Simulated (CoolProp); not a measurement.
A closed Brayton cycle with dry air: compressor inlet 311.15 K and 1.4 MPa, high pressure 2.6 MPa, turbine inlet 840 K, compressor efficiency 0.89, turbine efficiency 0.85, recuperator effectiveness 0 (on enthalpy, no pinch check). Each further row changes one setting.

Model: reference Helmholtz-energy equation of state, Lemmon 2000, in CoolProp. It is a pseudo-pure fit of the blend.

```csv
case,thermal efficiency (%),net work (kJ/kg),compressor to turbine work,compressor exit (K),turbine exit (K)
as stated,10.2,49.9,0.58,379.0,733.0
turbine inlet 790 K,9.8,42.8,0.61,379.0,688.4
compressor inlet 321.15 K,10.0,47.7,0.60,391.1,733.0
high pressure 2.21 MPa,7.8,39.8,0.55,360.1,759.7
recuperator effectiveness 0.5,16.4,49.9,0.58,379.0,733.0
```
